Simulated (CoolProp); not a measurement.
A closed Brayton cycle with carbon dioxide: compressor inlet 315.15 K and 8.7 MPa, high pressure 28.6 MPa, turbine inlet 755 K, compressor efficiency 0.85, turbine efficiency 0.93, recuperator effectiveness 0.9 (on enthalpy, no pinch check). Each further row changes one setting.

Computed with CoolProp (reference Helmholtz-energy equation of state, Span 1996).

```tsv
case	thermal efficiency (%)	net work (kJ/kg)	compressor to turbine work	compressor exit (K)	turbine exit (K)
as stated	34.2	94.2	0.34	391.7	616.5
turbine inlet 705 K	31.9	82.6	0.37	391.7	571.6
compressor inlet 325.15 K	32.1	81.0	?	421.7	616.5
high pressure 24.3 MPa	33.3	85.4	?	380.9	?
recuperator effectiveness 0.5	?	94.2	0.34	391.7	616.5
```

Problem. What belongs in the gaps?

Solution. 
- compressor inlet 325.15 K, compressor to turbine work: 0.43
- high pressure 24.3 MPa, compressor to turbine work: 0.32
- high pressure 24.3 MPa, turbine exit (K): 634.9
- recuperator effectiveness 0.5, thermal efficiency (%): 24.8
